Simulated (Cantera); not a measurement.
An adiabatic, constant-volume homogeneous reactor starts with C3H8 : O2 : N2 = 1 : 5.21 : 19.6 (molar parts), at 1650 K and 20000 Pa. Integrator tolerance rtol = 1e-08.

Computed with Cantera and GRI-Mech 3.0 (53 species, 325 reactions). GRI-Mech 3.0 was tuned for natural gas; its chemistry of propane as a main component is partial and can be far from experiment.

### Question
What does this change do: constant pressure in place of constant volume?

### Answer
```tsv
quantity	before	after
time of steepest temperature rise	85.6 µs	96.5 µs
temperature at 0.900 s	2803 K	2669 K
equilibrium temperature	2803 K	2669 K
x(C3H8) at 0.900 s	<1e-12 (gas-phase equilibrium <1e-12)	<1e-12 (gas-phase equilibrium <1e-12)
x(O2) at 0.900 s	0.0313 (gas-phase equilibrium 0.0313)	0.0302 (gas-phase equilibrium 0.0302)
x(HO2) at 0.900 s	5.35e-6 (gas-phase equilibrium 5.35e-6)	3.44e-6 (gas-phase equilibrium 3.44e-6)
x(OH) at 0.900 s	0.0262 (gas-phase equilibrium 0.0262)	0.0224 (gas-phase equilibrium 0.0224)
x(O) at 0.900 s	0.0159 (gas-phase equilibrium 0.0159)	0.0124 (gas-phase equilibrium 0.0124)
```

### Question
What does this change do: initial temperature 1650 to 1150 K?

### Answer
```csv
quantity,before,after
time of steepest temperature rise,85.6 µs,34.1 ms
temperature at 0.900 s,2803 K,2700 K
equilibrium temperature,2803 K,2700 K
x(C3H8) at 0.900 s,<1e-12 (gas-phase equilibrium <1e-12),<1e-12 (gas-phase equilibrium <1e-12)
x(O2) at 0.900 s,0.0313 (gas-phase equilibrium 0.0313),0.0269 (gas-phase equilibrium 0.0269)
x(HO2) at 0.900 s,5.35e-6 (gas-phase equilibrium 5.35e-6),4.46e-6 (gas-phase equilibrium 4.46e-6)
x(OH) at 0.900 s,0.0262 (gas-phase equilibrium 0.0262),0.0195 (gas-phase equilibrium 0.0195)
x(O) at 0.900 s,0.0159 (gas-phase equilibrium 0.0159),0.00833 (gas-phase equilibrium 0.00833)
```
